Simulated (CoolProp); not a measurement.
Saturation properties of dodecamethylcyclohexasiloxane (D6).

The numbers come from the reference Helmholtz-energy equation of state, Colonna 2008 in CoolProp. It is a short technical equation, of lower accuracy than the large ones.

```json
[
 {"T (K)": "435.5", "p (kPa)": "10.20", "liquid density (kg/m³)": "812.9", "liquid cp (kJ/(kg K))": "1.850"},
 {"T (K)": "446.7", "p (kPa)": "14.88", "liquid density (kg/m³)": "799.4", "liquid cp (kJ/(kg K))": "1.873"},
 {"T (K)": "458", "p (kPa)": "21.24", "liquid density (kg/m³)": "785.4", "liquid cp (kJ/(kg K))": "1.897"},
 {"T (K)": "469.2", "p (kPa)": "29.57", "liquid density (kg/m³)": "771.3", "liquid cp (kJ/(kg K))": "1.921"},
 {"T (K)": "480.5", "p (kPa)": "40.45", "liquid density (kg/m³)": "756.8", "liquid cp (kJ/(kg K))": "(withheld)"},
 {"T (K)": "491.7", "p (kPa)": "54.17", "liquid density (kg/m³)": "741.9", "liquid cp (kJ/(kg K))": "1.969"},
 {"T (K)": "502.9", "p (kPa)": "71.36", "liquid density (kg/m³)": "726.6", "liquid cp (kJ/(kg K))": "(withheld)"},
 {"T (K)": "514.2", "p (kPa)": "92.82", "liquid density (kg/m³)": "710.6", "liquid cp (kJ/(kg K))": "2.019"},
 {"T (K)": "525.4", "p (kPa)": "118.8", "liquid density (kg/m³)": "694.1", "liquid cp (kJ/(kg K))": "2.045"},
 {"T (K)": "536.7", "p (kPa)": "150.5", "liquid density (kg/m³)": "676.7", "liquid cp (kJ/(kg K))": "2.072"},
 {"T (K)": "547.9", "p (kPa)": "188.2", "liquid density (kg/m³)": "658.5", "liquid cp (kJ/(kg K))": "2.102"},
 {"T (K)": "559.2", "p (kPa)": "(withheld)", "liquid density (kg/m³)": "639.0", "liquid cp (kJ/(kg K))": "2.134"},
 {"T (K)": "570.4", "p (kPa)": "286.4", "liquid density (kg/m³)": "618.2", "liquid cp (kJ/(kg K))": "2.170"},
 {"T (K)": "581.6", "p (kPa)": "348.6", "liquid density (kg/m³)": "595.6", "liquid cp (kJ/(kg K))": "2.212"},
 {"T (K)": "592.9", "p (kPa)": "421.9", "liquid density (kg/m³)": "570.4", "liquid cp (kJ/(kg K))": "2.263"}
]
```

Problem. What belongs in the gaps?

Solution. 
- 480.5, liquid cp (kJ/(kg K)): 1.945
- 502.9, liquid cp (kJ/(kg K)): 1.993
- 559.2, p (kPa): 233.5

It boils at 518.1 K under 1 atm.
